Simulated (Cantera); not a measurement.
An isothermal, constant-pressure homogeneous reactor starts with 50.0 % N2O, 50.0 % O2, at 1225 K and 1.00 bar.

Detailed kinetics in Cantera: GRI-Mech 3.0 (53 species, 325 reactions). GRI-Mech 3.0 was tuned for natural gas; its chemistry of N2O as a main component is partial and can be far from experiment. The mechanism lacks the step 2 NO + O2 → 2 NO2, which can matter for NO2 below about 1400 K. The temperature is held fixed by assumption; the heat of reaction is taken as removed at once.

x: mole fraction; the columns are a selection and need not sum to one.

| t (s) | x N2O | x O2 | x NO2 | x N2 | x NO | x O |
|---|---|---|---|---|---|---|
| 3.00e-5 | 0.500 | 0.500 | 1.23e-11 | 1.10e-5 | 1.06e-6 | 2.37e-6 |
| 7.44e-5 | 0.500 | 0.500 | 1.26e-10 | 3.02e-5 | 3.39e-6 | 2.52e-6 |
| 0.000185 | 0.500 | 0.500 | 9.37e-10 | 7.83e-5 | 9.26e-6 | 2.53e-6 |
| 0.000458 | 0.500 | 0.500 | 6.14e-9 | 0.000197 | 2.38e-5 | 2.53e-6 |
| 0.00114 | 0.499 | 0.500 | 3.79e-8 | 0.000493 | 5.99e-5 | 2.53e-6 |
| 0.00282 | 0.498 | 0.500 | 2.22e-7 | 0.00122 | 0.000149 | 2.53e-6 |
| 0.00698 | 0.496 | 0.501 | 1.19e-6 | 0.00303 | 0.000369 | 2.52e-6 |
| 0.0173 | 0.490 | 0.502 | ? | ? | ? | 2.51e-6 |
| 0.0430 | 0.476 | 0.504 | ? | ? | ? | 2.48e-6 |
| 0.107 | 0.443 | 0.509 | 5.10e-5 | 0.0428 | 0.00511 | 2.40e-6 |
| 0.264 | 0.375 | 0.519 | 0.000117 | 0.0946 | 0.0111 | 2.21e-6 |
| 0.655 | 0.257 | 0.538 | 0.000223 | 0.184 | 0.0205 | 1.82e-6 |
| 1.63 | 0.119 | 0.561 | 0.000332 | 0.290 | 0.0296 | 1.14e-6 |
| 4.03 | 0.0276 | 0.578 | 0.000405 | 0.361 | 0.0330 | 3.81e-7 |
| 10.0 | 0.00147 | 0.583 | 0.000668 | 0.382 | 0.0327 | 5.05e-8 |

Task: Complete the blanks.

Result: 
- 0.0173, x NO2: 5.39e-6
- 0.0173, x N2: 0.00745
- 0.0173, x NO: 0.000904
- 0.0430, x NO2: 1.88e-5
- 0.0430, x N2: 0.0181
- 0.0430, x NO: 0.00219
